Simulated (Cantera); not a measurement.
A closed system holds: 1 mol HgO, 44 mol H2, at 1127 °C and 44000 Pa.

Cantera equilibrium calculation (NASA polynomials, part measured and part estimated; ideal gas, pure solids and liquids). Candidate condensed phases: H2O, Hg, HgO; 10 gas species. Equilibrium is a limit: real reactors are often held back by kinetics, nucleation or transport.

Q: What is the equilibrium state?

A: 
```
Item                                  Value
--------------------------------  ---------
x(H2)                                 0.956
x(H2O)                               0.0222
x(Hg)                                0.0222
x(H)                                7.17e-6
gas amount                        45.00 mol
log10 activity of Hg(l) (absent)      -4.62
```
